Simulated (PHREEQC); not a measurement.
0.5 mol of Atacamite (Cu2(OH)3Cl) is brought to equilibrium with 1 kg of water, with rising amounts of HCl, at 25 °C. Oxygen alone is held at its pressure in air (log pO2 = -0.68). CO2 from the air is kept out. Solids allowed: Atacamite, Cu(OH)2. Others were left out.

The numbers come from PHREEQC with the ion-association model with all activity coefficients set to 1, wateq4f.dat.

```
HCl added (mol)    pH  Cu(OH)2 (mol)  CuCl+ (mol/kgw)
---------------  ----  -------------  ---------------
0                6.30       0.000330          6.79e-8
0.0417           3.95              0          0.00339
0.0833              …              0                …
0.125            3.55              0           0.0223
0.167            3.46              0                …
0.208               …              0           0.0486
0.25             3.34              0           0.0634
0.292            3.29              0           0.0786
0.333               …              0                …
0.375            3.22              0            0.110
0.417            3.20              0            0.126
0.458            3.17              0            0.141
0.5              3.15              0            0.157
```

Problem. Complete the blanks.

Solution. 
- 0.0833, pH: 3.69
- 0.0833, CuCl+ (mol/kgw): 0.0114
- 0.167, CuCl+ (mol/kgw): 0.0350
- 0.208, pH: 3.39
- 0.333, pH: 3.26
- 0.333, CuCl+ (mol/kgw): 0.0939

Species that the database lacks are ignored.
